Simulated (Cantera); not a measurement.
An adiabatic, constant-pressure homogeneous reactor starts with 10.2 % C3H8, 6.90 % O2, 82.9 % N2, at 1175 K and 750 Torr.

Model: GRI-Mech 3.0 (53 species, 325 reactions), integrated in Cantera. GRI-Mech 3.0 was tuned for natural gas; its chemistry of propane as a main component is partial and can be far from experiment. GRI-Mech 3.0 stops at C3 and has no aromatics, soot or wall deposition, so with more carbon than oxygen in the feed, carbon stays in small species such as C2H2 where larger ones or solid carbon would form.

Question: Predict: temperature at 8.00 s; equilibrium temperature; x(C3H8) at 8.00 s; x(HCN) at 8.00 s; x(CH2CO) at 8.00 s; x(H2) at 8.00 s.

Answer: 
- temperature at 8.00 s = 1242 K
- equilibrium temperature = 1262 K
- x(C3H8) at 8.00 s = 1.19e-6 (gas-phase equilibrium 9.69e-8)
- x(HCN) at 8.00 s = 3.54e-9 (gas-phase equilibrium 0.0275)
- x(CH2CO) at 8.00 s = 2.22e-6 (gas-phase equilibrium 1.24e-7)
- x(H2) at 8.00 s = 0.0968 (gas-phase equilibrium 0.133)
